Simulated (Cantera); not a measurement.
An isothermal, constant-pressure homogeneous reactor starts with 34.8 % CH4, 41.8 % H2O, 23.3 % H2, at 1525 K and 5.00 bar.

Cantera simulation using GRI-Mech 3.0 (53 species, 325 reactions); the numbers are that mechanism's predictions, not measurements.

x: mole fraction; the columns are a selection and need not sum to one.

```json
[
 {"t (s)": "9.00e-5", "x CH4": "0.348", "x H2O": "0.418", "x H2": "0.234", "x C2H6": "[?]", "x CH2": "6.34e-10", "x O2": "<1e-12"},
 {"t (s)": "0.000361", "x CH4": "0.348", "x H2O": "0.418", "x H2": "0.234", "x C2H6": "[?]", "x CH2": "8.67e-10", "x O2": "<1e-12"},
 {"t (s)": "0.00145", "x CH4": "0.345", "x H2O": "0.418", "x H2": "0.236", "x C2H6": "0.000485", "x CH2": "1.12e-9", "x O2": "<1e-12"},
 {"t (s)": "0.00580", "x CH4": "0.335", "x H2O": "0.415", "x H2": "0.244", "x C2H6": "0.000482", "x CH2": "1.16e-9", "x O2": "<1e-12"},
 {"t (s)": "0.0232", "x CH4": "0.300", "x H2O": "0.405", "x H2": "0.276", "x C2H6": "[?]", "x CH2": "1.35e-9", "x O2": "<1e-12"},
 {"t (s)": "0.0932", "x CH4": "0.221", "x H2O": "0.380", "x H2": "0.349", "x C2H6": "0.000287", "x CH2": "1.79e-9", "x O2": "<1e-12"},
 {"t (s)": "0.373", "x CH4": "0.173", "x H2O": "0.352", "x H2": "0.403", "x C2H6": "0.000271", "x CH2": "1.92e-9", "x O2": "<1e-12"},
 {"t (s)": "1.50", "x CH4": "0.166", "x H2O": "0.304", "x H2": "0.445", "x C2H6": "[?]", "x CH2": "1.35e-9", "x O2": "<1e-12"},
 {"t (s)": "6.00", "x CH4": "0.141", "x H2O": "0.224", "x H2": "0.523", "x C2H6": "[?]", "x CH2": "7.17e-10", "x O2": "<1e-12"}
]
```

### Question
Fill in the missing entries.

### Answer

- 9.00e-5, x C2H6: 6.30e-5
- 0.000361, x C2H6: 0.000263
- 0.0232, x C2H6: 0.000395
- 1.50, x C2H6: 0.000229
- 6.00, x C2H6: 0.000140
